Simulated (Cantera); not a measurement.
Standard-state values (1 bar) from the NASA 1993 polynomials, evaluated with Cantera. Values are per mole of reaction as written; species without (g) are pure solids or liquids, kept so even where they would boil at 1 bar.

2 H(g) + CaBr₂ ⇌ Ca + 2 HBr(g)

| T (K) | ΔH° (kJ) | ΔS° (J/K) | ΔG° (kJ) | log10 K |
|---|---|---|---|---|
| 1275 | 117.8 | 9.0 | 106.3 | -4.36 |
| 1300 | ___ | ___ | ___ | ___ |
| 1325 | 115.4 | 7.1 | 105.9 | -4.18 |
| 1350 | 114.2 | 6.2 | 105.8 | -4.09 |
| 1375 | ___ | ___ | ___ | ___ |
| 1400 | ___ | ___ | ___ | ___ |
| 1425 | 110.6 | 3.6 | 105.4 | -3.86 |
| 1450 | 109.4 | 2.8 | 105.3 | -3.79 |

Fill in the missing entries.


- 1300, ΔH° (kJ): 116.6
- 1300, ΔS° (J/K): 8.0
- 1300, ΔG° (kJ): 106.1
- 1300, log10 K: -4.26
- 1375, ΔH° (kJ): 113.0
- 1375, ΔS° (J/K): 5.3
- 1375, ΔG° (kJ): 105.6
- 1375, log10 K: -4.01
- 1400, ΔH° (kJ): 111.8
- 1400, ΔS° (J/K): 4.5
- 1400, ΔG° (kJ): 105.5
- 1400, log10 K: -3.94
